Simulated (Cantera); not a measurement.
Charge: 1 mol Cu, 15 mol NH3, 1.6 mol H2, held at 1300000 Pa.

Cantera equilibrium calculation (NASA polynomials, part measured and part estimated; ideal gas, pure solids and liquids). Candidate condensed phases: Cu; 11 gas species. Kinetics and transport are ignored.

x: gas mole fraction; n: condensed amount in mol.

| T (°C) | x H2 | x N2 | x NH3 | x H | x Cu | x Cu2 | n Cu(s) | n Cu(l) |
|---|---|---|---|---|---|---|---|---|
| 875 | 0.762 | 0.237 | ___ | 1.73e-8 | 2.09e-10 | <1e-12 | 1.00 | 0 |
| 925 | 0.762 | 0.237 | ___ | 4.60e-8 | 8.94e-10 | <1e-12 | 1.00 | 0 |
| 975 | 0.762 | 0.237 | ___ | 1.13e-7 | 3.39e-9 | <1e-12 | 1.00 | 0 |
| 1025 | 0.762 | 0.237 | ___ | 2.59e-7 | 1.16e-8 | <1e-12 | 1.00 | 0 |
| 1075 | 0.762 | 0.237 | ___ | 5.60e-7 | 3.60e-8 | 4.64e-12 | 1.000 | 0 |
| 1125 | 0.762 | 0.237 | ___ | 1.15e-6 | 9.98e-8 | 1.92e-11 | 0 | 1.000 |
| 1175 | 0.762 | 0.237 | ___ | 2.23e-6 | 2.55e-7 | 7.05e-11 | 0 | 1.000 |
| 1225 | 0.762 | 0.237 | ___ | 4.16e-6 | 6.12e-7 | 2.37e-10 | 0 | 1.000 |
| 1275 | 0.762 | 0.237 | ___ | 7.46e-6 | 1.38e-6 | 7.32e-10 | 0 | 1.000 |
| 1325 | 0.762 | 0.237 | ___ | 1.29e-5 | 2.97e-6 | 2.10e-9 | 0 | 1.000 |
| 1375 | 0.763 | 0.237 | ___ | 2.16e-5 | 6.08e-6 | 5.64e-9 | 0 | 1.000 |
| 1425 | 0.763 | 0.237 | ___ | 3.50e-5 | 1.19e-5 | 1.43e-8 | 0 | 1.000 |
| 1475 | 0.762 | 0.237 | ___ | 5.53e-5 | 2.24e-5 | 3.41e-8 | 0 | 0.999 |
| 1525 | 0.762 | 0.237 | ___ | 8.53e-5 | 4.07e-5 | 7.74e-8 | 0 | 0.999 |

Question: Some entries are withheld; supply them.

Answer: 
- 875, x NH3: 0.00104
- 925, x NH3: 0.000813
- 975, x NH3: 0.000649
- 1025, x NH3: 0.000527
- 1075, x NH3: 0.000434
- 1125, x NH3: 0.000363
- 1175, x NH3: 0.000307
- 1225, x NH3: 0.000263
- 1275, x NH3: 0.000227
- 1325, x NH3: 0.000198
- 1375, x NH3: 0.000174
- 1425, x NH3: 0.000154
- 1475, x NH3: 0.000138
- 1525, x NH3: 0.000124
